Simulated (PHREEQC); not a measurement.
Consider water at 25 °C with 0.02 mol NH4HF2, 0.00078 mol (NH4)2SiF6, 0.021 mol H3PO4 and 0.02 mol HCl per kg of water. Closed to the air; pH follows from the charge balance.

Equilibrium calculation in PHREEQC: ion-association model, wateq4f.dat.

No solid was allowed to form.

Estimate the pH, ionic strength.

pH 1.98; ionic strength 0.0343 mol/kgw.

In which forms is P present?

H3PO4 56 %, H2PO4- 44 % of the P.

wateq4f.dat counts part of the HF as a dimer, H2F2, which phreeqc.dat doesn't know; its constant is uncertain. H3PO4, which wateq4f.dat lacks, is added to it with the constant of phreeqc.dat. SiF6-2 is the database's only silicon fluoride.
